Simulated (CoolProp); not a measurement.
A closed Brayton cycle with carbon dioxide: compressor inlet 313.15 K and 8.1 MPa, high pressure 27.2 MPa, turbine inlet 620 K, compressor efficiency 0.89, turbine efficiency 0.9, recuperator effectiveness 0.8 (on enthalpy, no pinch check). Each further row changes one setting.

Model: reference Helmholtz-energy equation of state, Span 1996, in CoolProp.

```json
[
 {"case": "as stated", "thermal efficiency (%)": "24.9", "net work (kJ/kg)": "58.3", "compressor to turbine work": "0.46", "compressor exit (K)": "398.1", "turbine exit (K)": "496.8"},
 {"case": "turbine inlet 570 K", "thermal efficiency (%)": "21.6", "net work (kJ/kg)": "45.5", "compressor to turbine work": "0.53", "compressor exit (K)": "398.1", "turbine exit (K)": "451.5"},
 {"case": "compressor inlet 323.15 K", "thermal efficiency (%)": "22.3", "net work (kJ/kg)": "47.0", "compressor to turbine work": "___", "compressor exit (K)": "423.2", "turbine exit (K)": "496.8"},
 {"case": "high pressure 23.1 MPa", "thermal efficiency (%)": "24.6", "net work (kJ/kg)": "54.5", "compressor to turbine work": "___", "compressor exit (K)": "___", "turbine exit (K)": "___"},
 {"case": "recuperator effectiveness 0.5", "thermal efficiency (%)": "___", "net work (kJ/kg)": "58.3", "compressor to turbine work": "0.46", "compressor exit (K)": "398.1", "turbine exit (K)": "496.8"}
]
```

**Question.** Fill in the missing entries.

**Answer.** 
- compressor inlet 323.15 K, compressor to turbine work: 0.57
- high pressure 23.1 MPa, compressor to turbine work: 0.43
- high pressure 23.1 MPa, compressor exit (K): 386.5
- high pressure 23.1 MPa, turbine exit (K): 513.0
- recuperator effectiveness 0.5, thermal efficiency (%): 21.7
